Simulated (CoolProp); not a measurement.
Saturated liquid density (kg/m³) of R1234ze(Z): the reference equation beside estimates from Tc = 423.3 K, pc = 35.31 bar, ω = 0.327. Rackett uses Z = 0.29056 − 0.08775 ω.

Computed with CoolProp (reference Helmholtz-energy equation of state, Akasaka 2019).

| T (K) | reference | Rackett | van der Waals |
|---|---|---|---|
| 314.8 | 1179 | 1083 | 627.0 |
| 319.9 | 1164 | 1070 | 619.4 |
| 325.1 | 1149 | 1056 | 611.5 |
| 330.2 | 1133 | 1042 | 603.5 |
| 335.4 | 1117 | 1027 | 595.0 |
| 340.5 | 1101 | 1013 | 586.5 |
| 345.7 | 1083 | 997.0 | 577.5 |
| 350.8 | 1066 | 981.3 | 568.3 |
| 355.9 | 1048 | 965.1 | 558.8 |

Absolute difference from the reference over all 9 rows, mean and median: Rackett 8.0 and 8.0 %, van der Waals 46.7 and 46.7 %.
